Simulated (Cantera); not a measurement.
Input: 1 mol Al₂O₃, 0.76 mol H₂, equilibrated at 10.0 Torr.

Equilibrium computed with Cantera from the NASA thermochemical tables; the gas is ideal and each condensed phase is pure. Candidate condensed phases: Al, Al₂O₃, H₂O; 19 gas species. Kinetics and transport are ignored. All values below are at 1298 K.

Base state: H₂ 1.000 (mole fractions); condensed: Al₂O₃(s).

### Question
What changes in the equilibrium state with this change: Al₂O₃ replaced by PbS?

### Answer
```tsv
species	before	after
PbS	0	0.515
H₂	1.000	0.391
Pb	0	0.0496
H₂S	0	0.0381
S₂	0	0.00561
SH	0	0.000300
Al₂O₃(s), mol	1.00	0
```
Gases not in the tables: S₃ to S₇. Further candidate phases: Pb, PbS, S.
